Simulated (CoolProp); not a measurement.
Model: reference Helmholtz-energy equation of state, Lemmon 2006, in CoolProp. It is a short technical equation, of lower accuracy than the large ones.

### Question
Give the vapour pressure (MPa), enthalpy of vaporisation (kJ/kg), vapour Z of saturated carbon monoxide at 107.7, 110.2 K.

### Answer
```tsv
T (K)	p (MPa)	enthalpy of vaporisation (kJ/kg)	vapour Z
107.7	0.924	167	0.804
110.2	1.08	161	0.781
```
